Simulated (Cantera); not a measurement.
**Ammonia decomposition in nitride growth gas**

An isothermal, constant-pressure homogeneous reactor starts with 12.7 % NH3, 86.7 % H2, 0.599 % N2, at 1625 K and 1.00 bar.

Computed with Cantera and the gas-phase N/H chemistry of the illustrative SiF4/NH3 mechanism in the Surface Chemkin manual (1991). Walls and surfaces, which speed up NH3 decomposition in real reactors, are not modelled.

```csv
t (s),x NH3,x H2,x N2H2,x NH,x N2H4
0.000800,0.127,0.867,4.20e-10,3.09e-9,2.77e-10
0.00201,0.127,0.867,2.59e-9,1.76e-8,1.58e-9
0.00504,0.127,0.867,1.05e-8,6.47e-8,5.82e-9
0.0127,0.127,0.867,1.58e-8,9.36e-8,8.43e-9
0.0318,0.127,0.867,1.59e-8,9.45e-8,8.49e-9
0.0798,0.127,0.867,1.59e-8,9.43e-8,8.46e-9
0.200,0.126,0.867,1.57e-8,9.39e-8,8.38e-9
0.503,0.125,0.868,1.54e-8,9.29e-8,8.19e-9
1.26,0.121,0.870,1.45e-8,9.06e-8,7.74e-9
3.17,0.112,0.875,1.26e-8,8.52e-8,6.76e-9
7.97,0.0951,0.885,9.22e-9,7.40e-8,4.97e-9
20.0,0.0682,0.900,4.91e-9,5.55e-8,2.67e-9
```
x: mole fraction; the columns are a selection and need not sum to one.

Equilibrium at this temperature and pressure: NH3 9.77e-6, H2 0.938, N2H2 <1e-12, NH 8.89e-12, N2H4 <1e-12 (gas phase only).
